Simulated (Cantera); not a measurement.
Input: 1 mol B, 26 mol H₂, held at 577 °C and 2200 Pa.

Cantera equilibrium calculation (NASA polynomials, part measured and part estimated; ideal gas, pure solids and liquids). Candidate condensed phases: B; 7 gas species. Equilibrium is a limit: real reactors are often held back by kinetics, nucleation or transport.

Base state: H₂ 1.00 (mole fractions); condensed: B(s).

Q: What changes in the equilibrium state with this change: 0.13 mol Cl₂ added?

A: 
| species | before | after |
|---|---|---|
| H₂ | 1.00 | 0.991 |
| HCl | 0 | 0.00847 |
| BCl₃ | 0 | 0.000493 |
| B(s), mol | 1.00 | 0.987 |
Gases not in the tables: BHCl₂.
